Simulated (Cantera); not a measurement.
Charge: 1 mol PbO, 4.2 mol CO, 0.21 mol N₂, 2.8 mol H₂, equilibrated at 900 K and 0.133 bar.

Equilibrium computed with Cantera from the NASA thermochemical tables; the gas is ideal and each condensed phase is pure. Equilibrium is a limit: real reactors are often held back by kinetics, nucleation or transport.

```tsv
species	before	after
CO	0.430	0.463
H₂	0.348	0.268
Pb	1.03e-5	0.122
CO₂	0.138	0.0488
H₂O	0.0484	0.0730
N₂	0.0305	0.0256
CH₄	0.00503	9.80e-9
Pb₂	<1e-9	3.39e-5
H	<1e-9	2.44e-5
PbO	<1e-9	1.25e-5
C(graphite), mol	0.249	0
Pb(l), mol	1.000	0
```
Gas species are given as mole fractions.

Problem. Name the change that produced these shifts.
A) temperature from 900 K to 848 K
B) pressure from 0.133 bar to 13.3 mbar
C) temperature from 900 K to 1498.15 K
D) CO from 4.2 to 0.034 mol

Solution. C, temperature from 900 K to 1498.15 K
